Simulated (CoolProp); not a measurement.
A simple Rankine cycle with R245fa: condensing at 300.15 K, boiler at 1.06 MPa, turbine inlet 370.6 K, turbine efficiency 0.75, pump efficiency 0.6, no recuperator. Each further row changes one setting.

Computed with CoolProp (reference Helmholtz-energy equation of state, Akasaka 2015).

| case | thermal efficiency (%) | net work (kJ/kg) | heat in (kJ/kg) | turbine exit temperature (K) | volume ratio over the turbine |
|---|---|---|---|---|---|
| as stated | 10.7 | 25.8 | 241 | 327.1 | 7.02 |
| turbine inlet 390.6 K | 10.7 | ___ | 264 | 349.0 | 6.79 |
| condensing temperature 292.15 K | 11.9 | ___ | 251 | ___ | ___ |
| boiler pressure 0.742 MPa | 9.0 | ___ | 248 | ___ | 4.69 |
| turbine efficiency 0.65 | 9.2 | ___ | 241 | 330.9 | ___ |

Task: Some entries are withheld; supply them.

Result: 
- turbine inlet 390.6 K, net work (kJ/kg): 28.2
- condensing temperature 292.15 K, net work (kJ/kg): 30.0
- condensing temperature 292.15 K, turbine exit temperature (K): 321.7
- condensing temperature 292.15 K, volume ratio over the turbine: 9.41
- boiler pressure 0.742 MPa, net work (kJ/kg): 22.3
- boiler pressure 0.742 MPa, turbine exit temperature (K): 337.9
- turbine efficiency 0.65, net work (kJ/kg): 22.2
- turbine efficiency 0.65, volume ratio over the turbine: 7.11
